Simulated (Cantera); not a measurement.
What does this Cantera script print?

```python
import numpy as np
import cantera as ct

gas = ct.Solution("SiF4_NH3_mec.yaml", "gas")
gas.TPX = 1800, 48000, {'NH3': 1, 'H2': 1.6}
reactor = ct.IdealGasConstPressureReactor(gas, energy="off", clone=False)
net = ct.ReactorNet([reactor])
net.rtol, net.atol = 1e-08, 1e-18
show = ['NH3', 'H2', 'H', 'N2', 'N2H2']
times = np.geomspace(0.0003, 60, 9)

steps = ct.SolutionArray(gas, extra=["t"])
rows = []
print(f"{'t/s':>10s}{'T/K':>9s}{'P/Pa':>11s}" + "".join(f"{s:>11s}" for s in show))
for t in times:
    while net.time < t:
        t_next = net.step()
        steps.append(gas.state, t=t_next)
    rows.append([np.interp(t, steps.t, y) for y in (steps.T, steps.P, *steps(*show).X.T)])
    print(f"{t:10.3e}{rows[-1][0]:9.1f}{rows[-1][1]:11.4g}" + "".join(f"{x:11.3e}" for x in rows[-1][2:]))
rate = np.gradient(steps.T, steps.t)
print("integrator steps:", len(steps.t))
if steps.T.max() > steps.T[0] + 200:
    print(f"time of steepest temperature rise: {steps.t[rate.argmax()]:.4e} s")
gas.TPX = 1800, 48000, {'NH3': 1, 'H2': 1.6}
gas.equilibrate("TP")
print(f"equilibrium (TP): T = {gas.T:.1f} K  " + "  ".join(f"{s} {gas[s].X[0]:.3e}" for s in show))
```

Result:

```
       t/s      T/K       P/Pa        NH3         H2          H         N2       N2H2
 3.000e-04   1800.0    4.8e+04  3.845e-01  6.154e-01  3.846e-05  5.968e-07  3.823e-08
 1.380e-03   1800.0    4.8e+04  3.841e-01  6.155e-01  1.205e-04  7.434e-05  5.280e-07
 6.344e-03   1800.0    4.8e+04  3.819e-01  6.169e-01  1.328e-04  8.718e-04  6.536e-07
 2.917e-02   1800.0    4.8e+04  3.718e-01  6.233e-01  1.354e-04  4.520e-03  6.295e-07
 1.342e-01   1800.0    4.8e+04  3.299e-01  6.501e-01  1.468e-04  1.966e-02  5.328e-07
 6.170e-01   1800.0    4.8e+04  2.026e-01  7.314e-01  1.927e-04  6.567e-02  2.739e-07
 2.837e+00   1800.0    4.8e+04  4.382e-02  8.328e-01  3.302e-04  1.230e-01  3.284e-08
 1.305e+01   1800.0    4.8e+04  3.903e-03  8.582e-01  4.679e-04  1.374e-01  5.726e-10
 6.000e+01   1800.0    4.8e+04  6.049e-04  8.603e-01  4.819e-04  1.386e-01  1.475e-11
integrator steps: 1226
equilibrium (TP): T = 1800.0 K  NH3 4.135e-06  H2 8.607e-01  H 4.826e-04  N2 1.389e-01  N2H2 4.234e-14
```

Cantera simulation using the gas-phase N/H chemistry of the illustrative SiF4/NH3 mechanism in the Surface Chemkin manual (1991); the numbers are that mechanism's predictions, not measurements. Walls and surfaces, which speed up NH3 decomposition in real reactors, are not modelled.
